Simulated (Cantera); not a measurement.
Charge: 1 mol Si₂H₆, 5.9 mol CO₂, 0.68 mol H₂, equilibrated at 0.133 bar.

Cantera equilibrium calculation (NASA polynomials, part measured and part estimated; ideal gas, pure solids and liquids). Candidate condensed phases: C, C₆H₆, C₇H₈, C₈H₁₈, H₂O, Si, SiC, SiO₂; 123 gas species. The feed counts by its element totals alone. The tables hold silica as quartz up to 1696 K and as liquid above; real silica turns to tridymite and cristobalite and melts near 1996 K. Gases not in the tables: Si(OH)₄. The numbers say what is thermodynamically allowed, not how fast it happens.

At 1450 °C, list the 5 most abundant gas species with their mole fractions, and the condensed phases.

CO 0.542, H₂ 0.260, H₂O 0.124, CO₂ 0.0739, H 0.000254. Condensed: SiO₂(condensed).
